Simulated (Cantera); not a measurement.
Charge: 1 mol Si, 1.7 mol Cl2, 13 mol H2, equilibrated at 1698.15 K and 100 Torr.

These are equilibrium values from Cantera (NASA tables, ideal gas, pure condensed phases), not measurements of a reactor. Candidate condensed phases: Si; 19 gas species. The tables' values for SiCl3, SiCl are old estimates; treat these amounts as uncertain. Gases not in the tables: Si2H6 and higher silanes. Rates play no part.

Base state: H2 0.829, HCl 0.113, SiCl2 0.0555, SiCl3 0.00204, H 0.000361, SiHCl3 0.000210, SiCl4 0.000149, SiH2Cl2 5.16e-5 (mole fractions); condensed: Si(l).

Q: What changes in the equilibrium state with this change: temperature from 1698.15 K to 1500 K?

A: 
```
species       before    after
----------  --------  -------
H2             0.829    0.833
HCl            0.113    0.111
SiCl2         0.0555   0.0472
SiCl3        0.00204  0.00521
SiCl         3.68e-5  2.55e-6
SiCl4       0.000149  0.00182
SiH2         1.16e-5  1.25e-6
Si(l), mol     0.149        0
Si(s), mol         0    0.184
```
The tables' values for SiCl3 are old estimates; treat these amounts as uncertain.

Q: What changes in the equilibrium state with this change: Cl2 from 1.7 to 0.52 mol?

A: 
| species | before | after |
|---|---|---|
| H2 | 0.829 | 0.934 |
| HCl | 0.113 | 0.0539 |
| SiCl2 | 0.0555 | 0.0112 |
| SiCl4 | 0.000149 | 6.04e-6 |
| SiCl3 | 0.00204 | 0.000185 |
| SiHCl3 | 0.000210 | 2.01e-5 |
| SiH2Cl2 | 5.16e-5 | 1.17e-5 |
| Si(l), mol | 0.149 | 0.845 |

Q: What changes in the equilibrium state with this change: Si replaced by SiCl4?

A: 
| species | before | after |
|---|---|---|
| H2 | 0.829 | 0.624 |
| HCl | 0.113 | 0.315 |
| SiCl2 | 0.0555 | 0.0520 |
| SiCl3 | 0.00204 | 0.00615 |
| SiH2 | 1.16e-5 | 7.93e-7 |
| SiCl4 | 0.000149 | 0.00144 |
| Si(l), mol | 0.149 | 0 |
